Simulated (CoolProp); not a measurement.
n-decane along the isotherm 310.15 °C: Z from the reference equation and from simpler models built on Tc = 344.5 °C, pc = 2.101 MPa, ω = 0.488; each cubic takes its own stable root.

The numbers come from the reference Helmholtz-energy equation of state, Lemmon 2006 in CoolProp. It is a short technical equation, of lower accuracy than the large ones.

| p (MPa) | phase | reference |
|---|---|---|
| 0.0332 | gas | 0.9930 |
| 0.0488 | gas | 0.9896 |
| 0.0716 | gas | 0.9847 |
| 0.105 | gas | 0.9774 |
| 0.154 | gas | 0.9666 |
| 0.226 | gas | 0.9503 |
| 0.332 | gas | 0.9255 |
| 0.488 | gas | 0.8869 |
| 0.716 | gas | 0.8245 |
| 1.05 | gas | 0.7131 |
| 1.54 | liquid | 0.1043 |
| 2.26 | liquid | 0.1482 |
| 3.32 | liquid | 0.2107 |
| 4.88 | liquid | 0.2997 |
| 7.16 | liquid | 0.4251 |
| 10.5 | liquid | 0.6018 |

Q: How far does each simpler model (van der Waals, Redlich-Kwong, Soave-Redlich-Kwong, Peng-Robinson) lie from the reference over these 16 states: mean and median of the absolute difference, and the worst?

A: 
- van der Waals: mean 52.8 %, median 4.3 %, worst +507.4 % at 310.15 °C and 1.54 MPa
- Redlich-Kwong: mean 11.5 %, median 2.1 %, worst +43.3 % at 310.15 °C and 1.54 MPa
- Soave-Redlich-Kwong: mean 8.8 %, median 1.2 %, worst +29.4 % at 310.15 °C and 1.54 MPa
- Peng-Robinson: mean 3.5 %, median 0.2 %, worst +14.7 % at 310.15 °C and 1.54 MPa

At some of these states van der Waals gives the other phase, because its saturation line lies elsewhere.
